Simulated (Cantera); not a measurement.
An isothermal plug-flow reactor at 1000 K and 2.00 bar (inlet), inlet velocity 2.8 m/s, active area per volume 140 1/m; feed H2 : O2 : N2 : H2O = 0.016 : 0.087 : 0.79 : 0.045 (molar parts).

Computed with Cantera and Deutschmann's 1995 Pt surface mechanism with GRI-Mech 3.0 gas chemistry. Catalytic surfaces can have several steady states; this one follows from the mechanism file's or the stated starting coverage. Mass transfer to the wall is taken as infinitely fast.

One state of this run: x H2 = 0.00843; x O2 = 0.0888; x H2O = 0.0569; θ free Pt = 0.252; θ O* = 0.741; θ OH* = 0.00683. x: gas mole fraction; θ: surface coverage.

### Question
Which value of z (m) does it belong to?
(A) 0.0027
(B) 0.0012
(C) 0.012
(D) 0.0058

### Answer
B, 0.0012
